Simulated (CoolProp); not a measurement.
C3F8 (R218) at several states: Z from the reference equation and from simpler models built on Tc = 71.9 °C, pc = 2.640 MPa, ω = 0.317; each cubic takes its own stable root.

Computed with CoolProp (reference Helmholtz-energy equation of state, Lemmon 2006). It is a short technical equation, of lower accuracy than the large ones.

```tsv
T (°C)	p (MPa)	phase	reference	van der Waals	Redlich-Kwong	Soave-Redlich-Kwong	Peng-Robinson
-98.25	0.0477	liquid	0.003361	0.9741	0.003677	0.003573	0.003177
-109.65	5.45	liquid	0.4000	0.6400	0.4359	0.4265	0.3801
-49.15	1.21	liquid	0.07343	0.1174	0.08057	0.07722	0.06839
149.45	0.0243	gas	0.9986	0.9983	0.9983	0.9985	0.9983
62.05	0.222	gas	0.9688	0.9726	0.9682	0.9677	0.9644
30.25	0.0285	gas	0.9945	0.9956	0.9947	0.9943	0.9939
```

At some of these states van der Waals gives the other phase, because its saturation line lies elsewhere.
